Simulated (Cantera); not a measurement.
An isothermal, constant-pressure homogeneous reactor starts with C2H6 : N2 = 0.11 : 4.1 (molar parts), at 1350 K and 0.00395 atm.

Model: GRI-Mech 3.0 (53 species, 325 reactions), integrated in Cantera. GRI-Mech 3.0 stops at C3 and has no aromatics, soot or wall deposition, so with more carbon than oxygen in the feed, carbon stays in small species such as C2H2 where larger ones or solid carbon would form. Radical loss at walls, strong at low pressure, is not modelled.

**Question.** Predict: x(C2H6) at 2.00 s; x(C2H4) at 2.00 s; x(C2H) at 2.00 s; x(CH2) at 2.00 s; x(CH3) at 2.00 s; x(C2H2) at 2.00 s; x(HCN) at 2.00 s.

**Answer.** 
| Item | Value |
|---|---|
| x(C2H6) at 2.00 s | 2.49e-6 (gas-phase equilibrium 1.33e-11) |
| x(C2H4) at 2.00 s | 0.00355 (gas-phase equilibrium 2.18e-6) |
| x(C2H) at 2.00 s | 3.00e-9 (gas-phase equilibrium 8.38e-10) |
| x(CH2) at 2.00 s | 5.95e-9 (gas-phase equilibrium 7.45e-12) |
| x(CH3) at 2.00 s | 3.71e-5 (gas-phase equilibrium 6.56e-8) |
| x(C2H2) at 2.00 s | 0.0178 (gas-phase equilibrium 0.00736) |
| x(HCN) at 2.00 s | 3.39e-7 (gas-phase equilibrium 0.0349) |
